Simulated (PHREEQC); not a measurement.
## Acid rinse or clean: speciation

Make-up at 25 °C and 300 atm: 0.096 mol/kgw HF and 0.013 mol/kgw CuSO4. It is in equilibrium with CO2 at log p = 0 (atm). Otherwise closed; pH follows from the charge balance.

All values are PHREEQC results (ion-association model, phreeqc.dat), not measurements.

- pH = 2.07
- ionic strength = 0.0473 mol/kgw
- total alkalinity = -96.0 meq/kg

| species | molality | activity | log γ |
|---|---|---|---|
| HF | 0.0809 | 0.0818 | 0.005 |
| CO2 | 0.0220 | 0.0222 | 0.005 |
| H+ | 0.00985 | 0.00845 | -0.067 |
| Cu+2 | 0.00972 | 0.00480 | -0.306 |
| F- | 0.00931 | 0.00761 | -0.087 |
| SO4-2 | 0.00768 | 0.00364 | -0.324 |
| CuSO4 | 0.00268 | 0.00271 | 0.005 |
| HSO4- | 0.00264 | 0.00218 | -0.083 |
| HF2- | 0.00257 | 0.00212 | -0.083 |
| CuF+ | 0.000600 | 0.000496 | -0.083 |
| (CO2)2 | 8.99e-6 | 9.09e-6 | 0.005 |
| CuHCO3+ | 4.82e-6 | 3.99e-6 | -0.083 |
| HCO3- | 1.95e-6 | 1.62e-6 | -0.079 |
| CuOH+ | 6.43e-9 | 5.28e-9 | -0.085 |

This is a speciation only: nothing precipitates in the calculation. Under pressure, the constants of complexes without a molar volume in the database are unreliable.
